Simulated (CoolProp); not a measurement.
Neopentane at 299.78 K and 0.0109 MPa is throttled through a valve to 0.00641 MPa with no heat exchange. Each further row changes one setting.

The numbers come from the reference Helmholtz-energy equation of state, Lemmon 2006 in CoolProp. It is a short technical equation, of lower accuracy than the large ones.

```
case                         temperature change (K)  final density (kg/m³)
---------------------------  ----------------------  ---------------------
as stated                                      -0.1                      …
outlet pressure 0.00192 MPa                       …                 0.0557
outlet pressure 0.00833 MPa                    -0.1                      …
```

### Question
Complete the blanks.

### Answer

- as stated, final density (kg/m³): 0.186
- outlet pressure 0.00192 MPa, temperature change (K): -0.2
- outlet pressure 0.00833 MPa, final density (kg/m³): 0.242
